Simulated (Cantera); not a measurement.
Input: 1 mol Si, 0.23 mol H₂O, 77 mol N₂, equilibrated at 0.0690 bar.

Equilibrium computed with Cantera from the NASA thermochemical tables; the gas is ideal and each condensed phase is pure. Candidate condensed phases: H₂O, Si, SiO₂, Si₂N₂O, Si₃N₄; 35 gas species. The tables' values for SiN are old estimates; treat these amounts as uncertain. Equilibrium is a limit: real reactors are often held back by kinetics, nucleation or transport.

At 2273 K, list the 5 most abundant gas species with their mole fractions, and the condensed phases.

N₂ 0.984, Si 0.00860, SiO 0.00294, H₂ 0.00217, H 0.00149. Condensed: gas only.
